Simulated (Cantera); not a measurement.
Cantera with NASA thermochemical tables; ideal gases at 1 bar, condensed phases pure. Values are per mole of reaction as written; species without (g) are pure solids or liquids, kept so even where they would boil at 1 bar.

O2(g) + 4 CuF2 ⇌ 8 F(g) + 2 Cu2O

```
T (K)  ΔH° (kJ)  ΔS° (J/K)  ΔG° (kJ)  log10 K  condensed phases
-----  --------  ---------  --------  -------  ----------------
300           …          …         …        …  CuF2(s), Cu2O(s)
1050     2420.7      902.9    1472.7   -73.26  CuF2(s), Cu2O(s)
1100     2417.4      899.9    1427.6   -67.79  CuF2(s), Cu2O(s)
1150     2191.9      696.5    1390.9   -63.17  CuF2(l), Cu2O(s)
1200     2187.0      692.4    1356.1   -59.03  CuF2(l), Cu2O(s)
1250     2182.3      688.5    1321.6   -55.23  CuF2(l), Cu2O(s)
1300     2177.7      684.9    1287.3   -51.72  CuF2(l), Cu2O(s)
1350          …          …         …        …  CuF2(l), Cu2O(s)
1400     2168.9      678.4    1219.1   -45.48  CuF2(l), Cu2O(s)
1450     2164.8      675.5    1185.3   -42.70  CuF2(l), Cu2O(s)
1500     2160.8      672.8    1151.6   -40.10  CuF2(l), Cu2O(s)
1550     2286.7      755.9    1115.1   -37.58  CuF2(l), Cu2O(l)
```

Q: Fill in the missing entries.

A: 
- 300, ΔH° (kJ): 2449.4
- 300, ΔS° (J/K): 940.0
- 300, ΔG° (kJ): 2167.4
- 300, log10 K: -377.37
- 1350, ΔH° (kJ): 2173.2
- 1350, ΔS° (J/K): 681.6
- 1350, ΔG° (kJ): 1253.1
- 1350, log10 K: -48.48
